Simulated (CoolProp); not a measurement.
Vapour pressure (kPa) of fluorine: the reference equation beside estimates from Tc = 144.4 K, pc = 5240 kPa, ω = 0.045.

Values from CoolProp's reference Helmholtz-energy equation of state, de Reuck 1990.

```
T (K)  reference  van der Waals  Soave-Redlich-Kwong
-----  ---------  -------------  -------------------
78         41.76          241.2                42.22
82.3       73.21          335.9                74.02
86.7       122.1          456.7                123.5
91.1       193.1          604.2                195.3
95.4       289.1          776.3                292.6
99.8       420.6          983.4                425.9
104.1      587.5           1218                595.3
108.5      803.7           1493                815.3
112.8       1066           1797                 1082
117.2       1392           2146                 1415
```

Absolute difference from the reference over all 10 rows, mean and median: van der Waals 194.1 and 151.2 %, Soave-Redlich-Kwong 1.3 and 1.2 %.
